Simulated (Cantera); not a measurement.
## Gas-phase reforming

An isothermal, constant-pressure homogeneous reactor starts with 28.1 % CH₄, 21.3 % CO₂, 50.6 % H₂, at 1525 K and 1.00 bar.

Model: GRI-Mech 3.0 (53 species, 325 reactions), integrated in Cantera.

| t (s) | x CH₄ | x CO₂ | x H₂ | x HO₂ | x C₂H₂ |
|---|---|---|---|---|---|
| 0.000600 | 0.281 | 0.213 | 0.506 | <1e-12 | 2.80e-7 |
| 0.00118 | 0.280 | 0.213 | 0.505 | <1e-12 | 2.60e-6 |
| 0.00232 | 0.280 | 0.212 | 0.505 | <1e-12 | 1.89e-5 |
| 0.00456 | 0.279 | 0.211 | 0.504 | <1e-12 | 0.000105 |
| 0.00896 | 0.277 | 0.208 | 0.503 | <1e-12 | 0.000443 |
| 0.0176 | 0.273 | 0.202 | 0.501 | <1e-12 | 0.00149 |
| 0.0346 | 0.266 | 0.192 | 0.497 | <1e-12 | 0.00403 |
| 0.0681 | 0.251 | 0.172 | 0.491 | <1e-12 | 0.00911 |
| 0.134 | 0.227 | 0.140 | 0.482 | <1e-12 | 0.0181 |
| 0.263 | 0.188 | 0.0941 | 0.472 | <1e-12 | 0.0320 |
| 0.517 | 0.139 | 0.0477 | 0.473 | <1e-12 | 0.0494 |
| 1.02 | 0.0945 | 0.0232 | 0.493 | <1e-12 | 0.0634 |
| 2.00 | 0.0723 | 0.0184 | 0.516 | <1e-12 | 0.0668 |
x: mole fraction; the columns are a selection and need not sum to one.

Equilibrium at this temperature and pressure: CH₄ 0.0300, CO₂ 1.53e-6, H₂ 0.667, HO₂ <1e-12, C₂H₂ 0.00719 (gas phase only).
